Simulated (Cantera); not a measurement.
# Fe2O3 + O2 + H2O + SO2 (roasting and sulfation)

Input: 1 mol Fe2O3, 0.28 mol O2, 0.18 mol H2O, 0.3 mol SO2, held at 10.0 mbar.

Equilibrium computed with Cantera from the NASA thermochemical tables; the gas is ideal and each condensed phase is pure. Candidate condensed phases: Fe, FeO, Fe(OH)2, Fe(OH)3, FeS, FeSO4, FeS2, Fe2O3, Fe2(SO4)3, Fe3O4, H2O, H2SO4, S; 22 gas species. Rates play no part.

```tsv
T (°C)	x H2O	x O2	x SO2	x SO3	x OH	x O	n Fe2O3(s)	n Fe2(SO4)3(s)	n Fe3O4(s)
402	0.580	0.419	1.83e-5	0.000635	8.68e-11	<1e-12	0.900	0.0999	0
502	0.541	0.398	0.0136	0.0477	3.43e-9	<1e-12	0.907	0.0932	0
602	0.255	0.321	0.274	0.151	3.96e-8	1.16e-11	1.00	0	0
702	0.243	0.352	0.354	0.0512	3.91e-7	4.28e-10	1.00	0	0
802	0.239	0.363	0.380	0.0182	2.52e-6	7.90e-9	1.00	0	0
902	0.238	0.366	0.389	0.00744	1.19e-5	8.83e-8	1.00	0	0
1002	0.237	0.367	0.392	0.00345	4.38e-5	6.77e-7	1.00	0	0
1102	0.237	0.368	0.393	0.00179	0.000134	3.86e-6	1.00	0	0
1202	0.237	0.368	0.394	0.00102	0.000351	1.74e-5	1.00	0	0
1302	0.194	0.482	0.323	0.000582	0.000789	7.43e-5	0	0	0.667
1402	0.193	0.481	0.323	0.000378	0.00166	0.000237	0	0	0.667
1502	0.192	0.480	0.323	0.000257	0.00319	0.000663	0	0	0.667
```
x: gas mole fraction; n: condensed amount in mol.

From 402 °C to 502 °C the condensed part is Fe2O3(s) + Fe2(SO4)3(s). From 602 °C to 1202 °C the condensed part is Fe2O3(s). From 1302 °C to 1502 °C the condensed part is Fe3O4(s).
